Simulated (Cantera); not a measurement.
An adiabatic, constant-pressure homogeneous reactor starts with C3H8 : O2 : N2 = 1 : 6.85 : 25.8 (molar parts), equivalence ratio 0.73, at 1200 K and 1.50 bar. Integrator tolerance rtol = 1e-08.

Computed with Cantera and GRI-Mech 3.0 (53 species, 325 reactions). GRI-Mech 3.0 was tuned for natural gas; its chemistry of propane as a main component is partial and can be far from experiment.

Task: What does this change do: pressure from 1.50 bar to 0.260 bar?

Result: 
```json
[
 {"quantity": "time of steepest temperature rise", "before": "4.99 ms", "after": "10.9 ms"},
 {"quantity": "temperature at 0.100 s", "before": "2513 K", "after": "2440 K"},
 {"quantity": "equilibrium temperature", "before": "2513 K", "after": "2439 K"},
 {"quantity": "x(C3H8) at 0.100 s", "before": "<1e-12 (gas-phase equilibrium <1e-12)", "after": "<1e-12 (gas-phase equilibrium <1e-12)"},
 {"quantity": "x(O2) at 0.100 s", "before": "0.0502 (gas-phase equilibrium 0.0502)", "after": "0.0530 (gas-phase equilibrium 0.0525)"},
 {"quantity": "x(HO2) at 0.100 s", "before": "5.77e-6 (gas-phase equilibrium 5.77e-6)", "after": "3.14e-6 (gas-phase equilibrium 3.11e-6)"},
 {"quantity": "x(CO2) at 0.100 s", "before": "0.0748 (gas-phase equilibrium 0.0748)", "after": "0.0693 (gas-phase equilibrium 0.0693)"},
 {"quantity": "x(N2O) at 0.100 s", "before": "7.28e-7 (gas-phase equilibrium 7.28e-7)", "after": "2.64e-7 (gas-phase equilibrium 2.70e-7)"},
 {"quantity": "x(CH3) at 0.100 s", "before": "<1e-12 (gas-phase equilibrium <1e-12)", "after": "<1e-12 (gas-phase equilibrium <1e-12)"}
]
```

Task: What does this change do: constant volume in place of constant pressure?

Result: 
| quantity | before | after |
|---|---|---|
| time of steepest temperature rise | 4.99 ms | 4.71 ms |
| temperature at 0.100 s | 2513 K | 2731 K |
| equilibrium temperature | 2513 K | 2731 K |
| x(C3H8) at 0.100 s | <1e-12 (gas-phase equilibrium <1e-12) | <1e-12 (gas-phase equilibrium <1e-12) |
| x(O2) at 0.100 s | 0.0502 (gas-phase equilibrium 0.0502) | 0.0500 (gas-phase equilibrium 0.0500) |
| x(HO2) at 0.100 s | 5.77e-6 (gas-phase equilibrium 5.77e-6) | 1.17e-5 (gas-phase equilibrium 1.17e-5) |
| x(CO2) at 0.100 s | 0.0748 (gas-phase equilibrium 0.0748) | 0.0670 (gas-phase equilibrium 0.0670) |
| x(N2O) at 0.100 s | 7.28e-7 (gas-phase equilibrium 7.28e-7) | 1.58e-6 (gas-phase equilibrium 1.58e-6) |
| x(CH3) at 0.100 s | <1e-12 (gas-phase equilibrium <1e-12) | <1e-12 (gas-phase equilibrium <1e-12) |

Task: What does this change do: pressure from 1.50 bar to 3.40 bar?

Result: 
```tsv
quantity	before	after
time of steepest temperature rise	4.99 ms	3.24 ms
temperature at 0.100 s	2513 K	2542 K
equilibrium temperature	2513 K	2542 K
x(C3H8) at 0.100 s	<1e-12 (gas-phase equilibrium <1e-12)	<1e-12 (gas-phase equilibrium <1e-12)
x(O2) at 0.100 s	0.0502 (gas-phase equilibrium 0.0502)	0.0493 (gas-phase equilibrium 0.0493)
x(HO2) at 0.100 s	5.77e-6 (gas-phase equilibrium 5.77e-6)	7.56e-6 (gas-phase equilibrium 7.56e-6)
x(CO2) at 0.100 s	0.0748 (gas-phase equilibrium 0.0748)	0.0771 (gas-phase equilibrium 0.0771)
x(N2O) at 0.100 s	7.28e-7 (gas-phase equilibrium 7.28e-7)	1.14e-6 (gas-phase equilibrium 1.14e-6)
x(CH3) at 0.100 s	<1e-12 (gas-phase equilibrium <1e-12)	<1e-12 (gas-phase equilibrium <1e-12)
```
